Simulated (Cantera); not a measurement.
Input: 1 mol Al, 16 mol H₂O, 1.6 mol CO, at 1248.15 K and 0.100 bar.

Method: chemical equilibrium by Gibbs-energy minimisation in Cantera with the NASA 1993 tables (ideal gas, pure condensed phases). Candidate condensed phases: Al, Al₂O₃, C, C₆H₆, C₇H₈, C₈H₁₈, H₂O; 121 gas species. Equilibrium is a limit: real reactors are often held back by kinetics, nucleation or transport.

Base state: H₂O 0.755, H₂ 0.154, CO₂ 0.0690, CO 0.0219 (mole fractions); condensed: Al₂O₃(s).

Problem. What changes in the equilibrium state with this change: 0.64 mol O₂ added?

Solution. 
| species | before | after |
|---|---|---|
| H₂O | 0.755 | 0.819 |
| H₂ | 0.154 | 0.0901 |
| CO₂ | 0.0690 | 0.0776 |
| CO | 0.0219 | 0.0133 |
| Al₂O₃(s), mol | 0.500 | 0.500 |
